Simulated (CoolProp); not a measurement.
A Linde-Hampson liquefier for carbon monoxide: isothermal reversible compression at 200 K from 1 atm to 15 MPa, throttling to 1 atm, return gas leaving the recuperator 10 K below the feed. Each further row changes one setting.

Values from CoolProp's reference Helmholtz-energy equation of state, Lemmon 2006. It is a short technical equation, of lower accuracy than the large ones.

```tsv
case	liquid yield per pass	compression work (kJ/kg of gas)
as stated	0.201	278
high pressure 30 MPa	(withheld)	(withheld)
warm-end temperature 230 K	(withheld)	330
warm-end gap 15 K	(withheld)	278
```

Problem. Fill in the missing entries.

Solution. 
- high pressure 30 MPa, liquid yield per pass: 0.257
- high pressure 30 MPa, compression work (kJ/kg of gas): 316
- warm-end temperature 230 K, liquid yield per pass: 0.127
- warm-end gap 15 K, liquid yield per pass: 0.188
